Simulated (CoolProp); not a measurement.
A Linde-Hampson liquefier for oxygen: isothermal reversible compression at 290 K from 1 atm to 20 MPa, throttling to 1 atm, return gas leaving the recuperator 2 K below the feed. Each further row changes one setting.

Model: reference Helmholtz-energy equation of state, Schmidt 1985, in CoolProp.

```csv
case,liquid yield per pass,compression work (kJ/kg of gas)
as stated,…,390
high pressure 40 MPa,0.166,…
warm-end temperature 320 K,…,…
warm-end gap 7 K,…,390
```

Task: Fill in the missing entries.

Result: 
- as stated, liquid yield per pass: 0.112
- high pressure 40 MPa, compression work (kJ/kg of gas): 441
- warm-end temperature 320 K, liquid yield per pass: 0.083
- warm-end temperature 320 K, compression work (kJ/kg of gas): 435
- warm-end gap 7 K, liquid yield per pass: 0.101

Above 300 K oxygen's equation is extrapolated.
